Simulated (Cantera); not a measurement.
An isothermal plug-flow reactor at 648 K and 0.957 atm (inlet), inlet velocity 4.3 m/s, active area per volume 950 1/m; feed H₂ : O₂ : N₂ : H₂O = 0.0029 : 0.15 : 0.79 : 0.057 (molar parts), equivalence ratio 0.0097.

Cantera simulation using Deutschmann's 1995 Pt surface mechanism with GRI-Mech 3.0 gas chemistry; the numbers are that mechanism's predictions, not measurements. Catalytic surfaces can have several steady states; this one follows from the mechanism file's or the stated starting coverage. Mass transfer to the wall is taken as infinitely fast.

**Question.** What does this change do: pressure from 0.957 atm to 1.58 atm?

**Answer.** 
```csv
quantity,before,after
x(H₂) at z = 0.008 m,0.00102,0.00103
x(O₂) at z = 0.008 m,0.149,0.149
x(H₂O) at z = 0.008 m,0.0589,0.0589
θ(free Pt) at the exit,0.0121,0.0120
θ(O*) at the exit,0.980,0.978
θ(OH*) at the exit,0.00749,0.00957
```

**Question.** What does this change do: pressure from 0.957 atm to 2.86 atm?

**Answer.** 
```
quantity                 before    after
----------------------  -------  -------
x(H₂) at z = 0.008 m    0.00102  0.00103
x(O₂) at z = 0.008 m      0.149    0.149
x(H₂O) at z = 0.008 m    0.0589   0.0589
θ(free Pt) at the exit   0.0121   0.0120
θ(O*) at the exit         0.980    0.975
θ(OH*) at the exit      0.00749   0.0128
```
